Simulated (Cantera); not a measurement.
**Equilibrium for silicon epitaxy and polysilicon growth: SiCl4 + HCl + N2**

Feed: 1 mol SiCl4, 3 mol HCl, 6.6 mol N2, equilibrated at 1550 K.

Equilibrium computed with Cantera from the NASA thermochemical tables; the gas is ideal and each condensed phase is pure. Candidate condensed phases: NH4Cl, Si, Si3N4; 28 gas species. The tables' values for SiCl3 are old estimates; treat these amounts as uncertain. Rates play no part.

```tsv
P (Pa)	log p N2	log p HCl	log p SiCl4	log p Cl	log p SiCl3
100	-3.22	-3.56	-4.14	-4.57	-4.88
350	-2.67	-3.01	-3.54	-4.32	-4.52
1300	-2.09	-2.44	-2.94	-4.06	-4.18
4500	-1.55	-1.90	-2.39	-3.81	-3.88
16000	-1.00	-1.35	-1.83	-3.54	-3.59
56000	-0.46	-0.80	-1.28	-3.27	-3.32
200000	0.10	-0.25	-0.73	-2.99	-3.04
```
log p: log10 of the partial pressure in bar; nothing condenses.

From 1.00 mbar to 2.00 bar nothing is condensed. The main Si-bearing gas is SiCl4 throughout.
